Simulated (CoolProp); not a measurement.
A single-stage vapour-compression cycle with R1233zd(E): evaporating at 277.15 K (dew point), condensing at 324.15 K (bubble point), superheat 0 K, subcooling 5 K, compressor efficiency 0.65, no pressure losses. Each further row changes one setting.

Model: reference Helmholtz-energy equation of state, Akasaka 2022, in CoolProp.

```
case                              cooling COP  pressure ratio  discharge temperature (K)  refrigerating effect (kJ/kg)  volumetric capacity (kJ/m³)
--------------------------------  -----------  --------------  -------------------------  ----------------------------  ---------------------------
as stated                                3.29            5.25                      339.8                           151                          507
evaporating temperature 282.15 K         3.83            4.27                          ?                           154                          629
condensing temperature 319.15 K          3.77            4.52                      334.0                           157                          528
subcooling 10 K                          3.42            5.25                      339.8                           157                          528
superheat 10 K                           3.32            5.25                          ?                           159                          512
compressor efficiency 0.55                  ?            5.25                          ?                           151                          507
```

Problem. Some entries are withheld; supply them.

Solution. 
- evaporating temperature 282.15 K, discharge temperature (K): 337.4
- superheat 10 K, discharge temperature (K): 350.4
- compressor efficiency 0.55, cooling COP: 2.78
- compressor efficiency 0.55, discharge temperature (K): 349.1
